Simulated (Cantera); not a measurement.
A perfectly stirred reactor is fed with H₂ : O₂ : N₂ : H₂O = 1 : 0.333 : 2.37 : 0.082 (molar parts), at 1700000 Pa; it is adiabatic with a 800 K inlet, and is followed from long to short residence time, starting on the burning branch (τ in s: 0.13, 0.052, 0.021, 0.0088, 0.0036, 0.0015, 0.00062, 0.00026, 0.00011, 4.4e-05, 1.8e-05, 7.4e-06).

Model: the H2/O2 subset of GRI-Mech 3.0, which has no nitrogen chemistry, integrated in Cantera. The hydrogen kinetics of GRI-Mech 3.0 are dated; newer H2 mechanisms differ, most at raised pressure. The pressure lies above the range GRI-Mech 3.0 was tuned for (to about 10 atm).

**Question.** Predict: blow-out, bracketed by the residence times tried; x(H₂) at τ = 0.130 s; x(O₂) at τ = 0.130 s; x(H₂O) at τ = 0.130 s; x(H₂O₂) at τ = 0.130 s; x(H) at τ = 0.130 s; x(H₂) at τ = 0.620 ms; x(O₂) at τ = 0.620 ms; x(H₂O) at τ = 0.620 ms; x(H₂O₂) at τ = 0.620 ms; x(H) at τ = 0.620 ms.

**Answer.** 
```
Property                                                                           Value
------------------------------------------------  --------------------------------------
blow-out, bracketed by the residence times tried  burning at 7.40 µs, the shortest tried
x(H₂) at τ = 0.130 s                                                              0.0967
x(O₂) at τ = 0.130 s                                                             8.53e-6
x(H₂O) at τ = 0.130 s                                                              0.217
x(H₂O₂) at τ = 0.130 s                                                           2.14e-9
x(H) at τ = 0.130 s                                                             0.000272
x(H₂) at τ = 0.620 ms                                                             0.0964
x(O₂) at τ = 0.620 ms                                                           0.000265
x(H₂O) at τ = 0.620 ms                                                             0.215
x(H₂O₂) at τ = 0.620 ms                                                          1.64e-7
x(H) at τ = 0.620 ms                                                             0.00199
```
